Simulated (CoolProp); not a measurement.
A Linde-Hampson liquefier for ethylene: isothermal reversible compression at 300 K from 1 atm to 20 MPa, throttling to 1 atm, return gas leaving the recuperator 10 K below the feed. Each further row changes one setting.

Values from CoolProp's reference Helmholtz-energy equation of state, Smukala 2000.

```csv
case,liquid yield per pass,compression work (kJ/kg of gas)
as stated,___,373
high pressure 40 MPa,0.463,420
warm-end temperature 330 K,___,___
warm-end gap 15 K,0.458,373
```

Complete the blanks.


- as stated, liquid yield per pass: 0.465
- warm-end temperature 330 K, liquid yield per pass: 0.373
- warm-end temperature 330 K, compression work (kJ/kg of gas): 440
